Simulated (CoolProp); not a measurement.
R142b along the isobar 588 kPa: density (kg/m³) from the reference equation and from simpler models built on Tc = 410.3 K, pc = 4055 kPa, ω = 0.232; each cubic takes its own stable root.

The numbers come from the reference Helmholtz-energy equation of state, Lemmon 2006 in CoolProp. It is a short technical equation, of lower accuracy than the large ones.

```json
[
 {"T (K)": "357.8", "phase": "gas", "reference": "21.70", "ideal gas": "[?]", "van der Waals": "21.20", "Redlich-Kwong": "21.53", "Soave-Redlich-Kwong": "21.62", "Peng-Robinson": "21.77"},
 {"T (K)": "373.8", "phase": "gas", "reference": "20.49", "ideal gas": "[?]", "van der Waals": "20.15", "Redlich-Kwong": "20.39", "Soave-Redlich-Kwong": "20.45", "Peng-Robinson": "20.58"},
 {"T (K)": "389.8", "phase": "gas", "reference": "19.44", "ideal gas": "18.23", "van der Waals": "19.21", "Redlich-Kwong": "19.39", "Soave-Redlich-Kwong": "19.41", "Peng-Robinson": "19.54"},
 {"T (K)": "405.9", "phase": "gas", "reference": "18.50", "ideal gas": "17.51", "van der Waals": "18.35", "Redlich-Kwong": "18.48", "Soave-Redlich-Kwong": "18.49", "Peng-Robinson": "18.60"},
 {"T (K)": "421.9", "phase": "gas", "reference": "17.67", "ideal gas": "16.85", "van der Waals": "17.58", "Redlich-Kwong": "17.67", "Soave-Redlich-Kwong": "17.66", "Peng-Robinson": "17.76"},
 {"T (K)": "437.9", "phase": "gas", "reference": "16.92", "ideal gas": "16.23", "van der Waals": "[?]", "Redlich-Kwong": "16.94", "Soave-Redlich-Kwong": "16.92", "Peng-Robinson": "17.01"},
 {"T (K)": "454", "phase": "gas", "reference": "16.24", "ideal gas": "15.65", "van der Waals": "16.21", "Redlich-Kwong": "[?]", "Soave-Redlich-Kwong": "16.23", "Peng-Robinson": "16.31"},
 {"T (K)": "470", "phase": "gas", "reference": "15.62", "ideal gas": "[?]", "van der Waals": "15.61", "Redlich-Kwong": "15.65", "Soave-Redlich-Kwong": "15.61", "Peng-Robinson": "15.69"}
]
```

Task: Some entries are withheld; supply them.

Result: 
- 357.8, ideal gas: 19.86
- 373.8, ideal gas: 19.01
- 437.9, van der Waals: 16.87
- 454, Redlich-Kwong: 16.26
- 470, ideal gas: 15.12
